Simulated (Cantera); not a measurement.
Cantera run, input and output.

```python
import numpy as np
import cantera as ct

gas = ct.Solution("gri30.yaml")
gas.TPX = 1375, 3600, {'N2O': 0.29, 'O2': 0.14}
reactor = ct.IdealGasConstPressureReactor(gas, energy="off", clone=False)
net = ct.ReactorNet([reactor])
net.rtol, net.atol = 1e-08, 1e-18
show = ['N2O', 'O2', 'N2', 'NO2', 'NO', 'O']
times = np.geomspace(7e-05, 80, 12)

steps = ct.SolutionArray(gas, extra=["t"])
rows = []
print(f"{'t/s':>10s}{'T/K':>9s}{'P/Pa':>11s}" + "".join(f"{s:>11s}" for s in show))
for t in times:
    while net.time < t:
        t_next = net.step()
        steps.append(gas.state, t=t_next)
    rows.append([np.interp(t, steps.t, y) for y in (steps.T, steps.P, *steps(*show).X.T)])
    print(f"{t:10.3e}{rows[-1][0]:9.1f}{rows[-1][1]:11.4g}" + "".join(f"{x:11.3e}" for x in rows[-1][2:]))
rate = np.gradient(steps.T, steps.t)
print("integrator steps:", len(steps.t))
if steps.T.max() > steps.T[0] + 200:
    print(f"time of steepest temperature rise: {steps.t[rate.argmax()]:.4e} s")
gas.TPX = 1375, 3600, {'N2O': 0.29, 'O2': 0.14}
gas.equilibrate("TP")
print(f"equilibrium (TP): T = {gas.T:.1f} K  " + "  ".join(f"{s} {gas[s].X[0]:.3e}" for s in show))
```

Result:

```
       t/s      T/K       P/Pa        N2O         O2         N2        NO2         NO          O
 7.000e-05   1375.0       3600  6.744e-01  3.256e-01  1.100e-05  1.273e-13  7.249e-07  7.433e-06
 2.488e-04   1375.0       3600  6.743e-01  3.256e-01  4.770e-05  6.204e-12  6.479e-06  1.585e-05
 8.842e-04   1375.0       3600  6.741e-01  3.256e-01  1.998e-04  1.720e-10  3.673e-05  1.920e-05
 3.143e-03   1375.0       3600  6.733e-01  3.258e-01  7.493e-04  2.726e-09  1.485e-04  1.924e-05
 1.117e-02   1375.0       3600  6.704e-01  3.263e-01  2.696e-03  3.434e-08  5.444e-04  1.924e-05
 3.969e-02   1375.0       3600  6.604e-01  3.281e-01  9.531e-03  3.510e-07  1.934e-03  1.924e-05
 1.411e-01   1375.0       3600  6.261e-01  3.344e-01  3.281e-02  2.382e-06  6.666e-03  1.923e-05
 5.014e-01   1375.0       3600  5.207e-01  3.537e-01  1.043e-01  9.748e-06  2.119e-02  1.918e-05
 1.782e+00   1375.0       3600  2.840e-01  3.971e-01  2.651e-01  2.767e-05  5.374e-02  1.898e-05
 6.333e+00   1375.0       3600  4.372e-02  4.416e-01  4.286e-01  4.992e-05  8.605e-02  1.681e-05
 2.251e+01   1375.0       3600  4.413e-04  4.502e-01  4.587e-01  1.637e-04  9.046e-02  2.970e-06
 8.000e+01   1375.0       3600  2.097e-06  4.503e-01  4.591e-01  2.028e-04  9.036e-02  2.272e-06
integrator steps: 1103
equilibrium (TP): T = 1375.0 K  N2O 7.543e-09  O2 4.953e-01  N2 5.040e-01  NO2 1.829e-06  NO 7.753e-04  O 2.376e-06
```

Detailed kinetics in Cantera: GRI-Mech 3.0 (53 species, 325 reactions). GRI-Mech 3.0 was tuned for natural gas; its chemistry of N2O as a main component is partial and can be far from experiment. Radical loss at walls, strong at low pressure, is not modelled. The mechanism lacks the step 2 NO + O2 → 2 NO2, which can matter for NO2 below about 1400 K. The temperature is held fixed by assumption; the heat of reaction is taken as removed at once.
